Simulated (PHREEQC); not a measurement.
Solution (25 °C and 10 atm): 0.02 mol/kgw NH4Cl, 0.003 mol/kgw NH3 and 6.4e-05 mol/kgw NaCl. Closed to the air; pH follows from the charge balance.

Computed with PHREEQC (ion-association model, phreeqc.dat).

This is a speciation only: nothing precipitates in the calculation.

**Question.** What pH, ionic strength does the model give?

**Answer.** pH 8.49; ionic strength 0.0201 mol/kgw.

**Question.** In which forms is N present?

**Answer.** NH4+ 87 %, NH3 13 % of the N.

Species that the database lacks are ignored.
